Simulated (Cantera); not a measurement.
A closed system holds: 1 mol TiO2, 5.2 mol C, 0.62 mol CO, held at 17.0 Pa.

Method: chemical equilibrium by Gibbs-energy minimisation in Cantera with the NASA 1993 tables (ideal gas, pure condensed phases). Candidate condensed phases: C, Ti, TiC, TiO, TiO2, Ti2O3, Ti3O5, Ti4O7; 15 gas species. TiC: taken at fixed stoichiometry. Kinetics and transport are ignored.

x: gas mole fraction; n: condensed amount in mol.

| T (K) | x CO | x Ti | x C3 | x C | n C(graphite) | n TiC(s) |
|---|---|---|---|---|---|---|
| 2223 | 1.000 | 0.000217 | 2.25e-5 | … | 2.20 | 0.999 |
| 2273 | 0.999 | 0.000464 | 5.94e-5 | … | 2.20 | 0.999 |
| 2323 | 0.999 | 0.000964 | 0.000150 | … | 2.20 | 0.997 |
| 2373 | 0.998 | 0.00194 | 0.000363 | … | 2.20 | 0.995 |
| 2423 | 0.995 | 0.00378 | 0.000848 | … | 2.20 | 0.990 |
| 2473 | 0.990 | 0.00718 | 0.00191 | … | 2.20 | 0.981 |
| 2523 | 0.981 | 0.0133 | 0.00417 | … | 2.20 | 0.964 |
| 2573 | 0.964 | 0.0240 | 0.00881 | … | 2.18 | 0.935 |
| 2623 | 0.933 | 0.0424 | 0.0181 | … | 2.14 | 0.881 |

**Question.** Some entries are withheld; supply them.

**Answer.** 
- 2223, x C: 1.35e-5
- 2273, x C: 3.16e-5
- 2323, x C: 7.13e-5
- 2373, x C: 0.000155
- 2423, x C: 0.000328
- 2473, x C: 0.000673
- 2523, x C: 0.00134
- 2573, x C: 0.00259
- 2623, x C: 0.00490
